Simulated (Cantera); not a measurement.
Feed: 1 mol SiCl₄, 2 mol HCl, 15 mol N₂, equilibrated at 5.60 mbar.

Equilibrium computed with Cantera from the NASA thermochemical tables; the gas is ideal and each condensed phase is pure. Candidate condensed phases: NH₄Cl, Si, Si₃N₄; 28 gas species. The tables' values for SiCl₃ are old estimates; treat these amounts as uncertain. Rates play no part. All values below are at 1125 K.

Base state: N₂ 0.833, HCl 0.111, SiCl₄ 0.0555, Cl 2.66e-5, SiCl₃ 1.85e-5 (mole fractions); condensed: gas only.

Task: What changes in the equilibrium state with this change: SiCl₄ replaced by Si₂H₆?

Result: 
```json
[
 {"species": "N₂", "before": "0.833", "after": "0.732"},
 {"species": "H₂", "before": "4.86e-6", "after": "0.161"},
 {"species": "HCl", "before": "0.111", "after": "0.106"},
 {"species": "SiCl₄", "before": "0.0555", "after": "0.000208"},
 {"species": "Cl", "before": "2.66e-5", "after": "1.40e-7"},
 {"species": "SiCl₂", "before": "7.59e-8", "after": "1.03e-5"},
 {"species": "SiCl₃", "before": "1.85e-5", "after": "1.32e-5"},
 {"species": "Si₃N₄(s), mol", "before": "0", "after": "0.665"}
]
```
The feed counts by its element totals alone. N₂ is the only nitrogen source here; it is nearly inert below about 1500 K, so the nitride shown seldom forms there in practice.
